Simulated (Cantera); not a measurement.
A closed system holds: 1 mol Cr, 24 mol N2, 18 mol H2, at 290000 Pa.

Equilibrium computed with Cantera from the NASA thermochemical tables; the gas is ideal and each condensed phase is pure. Candidate condensed phases: Cr, CrN, Cr2N; 11 gas species. The numbers say what is thermodynamically allowed, not how fast it happens.

x: gas mole fraction; n: condensed amount in mol.

| T (K) | x N2 | x H2 | x H | x Cr | x NH3 | x CrN | x N | n CrN(s) | n Cr2N(s) | n Cr(s) | n Cr(l) |
|---|---|---|---|---|---|---|---|---|---|---|---|
| 1148 | 0.566 | 0.434 | 2.77e-8 | <1e-12 | 0.000153 | <1e-12 | <1e-12 | 1.00 | 0 | 0 | 0 |
| 1298 | 0.566 | 0.434 | 4.14e-7 | 2.23e-10 | 7.79e-5 | <1e-12 | <1e-12 | 1.00 | 0 | 0 | 0 |
| 1448 | 0.569 | 0.431 | 3.55e-6 | 2.26e-8 | 4.51e-5 | <1e-12 | <1e-12 | 0 | 0.500 | 0 | 0 |
| 1598 | 0.569 | 0.431 | 2.05e-5 | 7.09e-7 | 2.91e-5 | 1.91e-12 | <1e-12 | 0 | 0.500 | 0 | 0 |
| 1748 | 0.569 | 0.431 | ___ | ___ | ___ | ___ | ___ | 0 | 0.500 | 0 | 0 |
| 1898 | 0.571 | 0.428 | 0.000300 | 0.000118 | 1.48e-5 | 1.11e-9 | 8.49e-11 | 0 | 0 | 0.995 | 0 |
| 2048 | 0.571 | 0.428 | 0.000860 | 0.000667 | 1.14e-5 | 1.02e-8 | 7.87e-10 | 0 | 0 | 0.972 | 0 |
| 2198 | 0.569 | 0.426 | 0.00213 | 0.00284 | 9.05e-6 | 6.53e-8 | 5.39e-9 | 0 | 0 | 0 | 0.880 |
| 2348 | 0.565 | 0.421 | 0.00471 | 0.00954 | 7.32e-6 | 3.13e-7 | 2.88e-8 | 0 | 0 | 0 | 0.595 |
| 2498 | 0.556 | 0.412 | ___ | 0.0231 | ___ | ___ | ___ | 0 | 0 | 0 | 0 |
| 2648 | 0.553 | 0.406 | 0.0174 | 0.0231 | 5.02e-6 | 1.34e-6 | 4.66e-7 | 0 | 0 | 0 | 0 |
| 2798 | 0.550 | 0.397 | 0.0301 | 0.0229 | 4.26e-6 | 1.69e-6 | 1.50e-6 | 0 | 0 | 0 | 0 |

Complete the blanks.


- 2498, x H: 0.00939
- 2498, x NH3: 5.95e-6
- 2498, x CrN: 1.03e-6
- 2498, x N: 1.26e-7
- 1748, x H: 8.81e-5
- 1748, x Cr: 1.21e-5
- 1748, x NH3: 2.02e-5
- 1748, x CrN: 6.41e-11
- 1748, x N: 6.25e-12
